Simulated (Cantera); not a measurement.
Cantera run, input and output.

```python
import numpy as np
import cantera as ct

gas = ct.Solution("gri30.yaml")


def delay(T, t_max=10):
    gas.TPX = T, 52000, {'CH4': 1, 'CO': 0.14, 'O2': 5.17, 'N2': 19.5, 'H2O': 4.9}
    reactor = ct.IdealGasReactor(gas, clone=False)
    net = ct.ReactorNet([reactor])
    net.rtol, net.atol = 1e-8, 1e-16
    while net.time < t_max:
        t_old, T_old = net.time, reactor.T
        net.step()
        if reactor.T > T + 400:  # ignition: a rise of 400 K
            return t_old + (T + 400 - T_old) / (reactor.T - T_old) * (net.time - t_old)
    return np.nan


taus = []
for T in [1225, 1275, 1325, 1375, 1425, 1475, 1525, 1575, 1625, 1675]:
    taus.append(delay(T))
    print(f"T0 = {T:6g} K   tau = {taus[-1]:.4e} s")
```

It prints:

```
T0 =   1225 K   tau = 4.5321e-02 s
T0 =   1275 K   tau = 2.2874e-02 s
T0 =   1325 K   tau = 1.1990e-02 s
T0 =   1375 K   tau = 6.5422e-03 s
T0 =   1425 K   tau = 3.7273e-03 s
T0 =   1475 K   tau = 2.2216e-03 s
T0 =   1525 K   tau = 1.3844e-03 s
T0 =   1575 K   tau = 8.9918e-04 s
T0 =   1625 K   tau = 6.0831e-04 s
T0 =   1675 K   tau = 4.2855e-04 s
```

Cantera simulation using GRI-Mech 3.0 (53 species, 325 reactions); the numbers are that mechanism's predictions, not measurements.
